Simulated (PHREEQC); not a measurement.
Solution (70 °C): 0.079 mol/kgw Na2SO4 and 0.9 mol/kgw NaCl. Closed to the air; pH follows from the charge balance.

Computed with PHREEQC (ion-association model, phreeqc.dat).

No solid was allowed to form.

Question: What ionic strength, density does the model give?

Answer: ionic strength 1.06 mol/kgw; density 1.020 g/cm³.

Question: In which forms is S present?

Answer: SO4-2 51 %, NaSO4- 49 % of the S.

The ionic strength is past about 0.7 mol/kgw, beyond the range of this activity model, so the values are rough. Species that the database lacks are ignored. Away from 25 °C the constants follow the database's enthalpies or fits; those with neither stay at their 25 °C values.
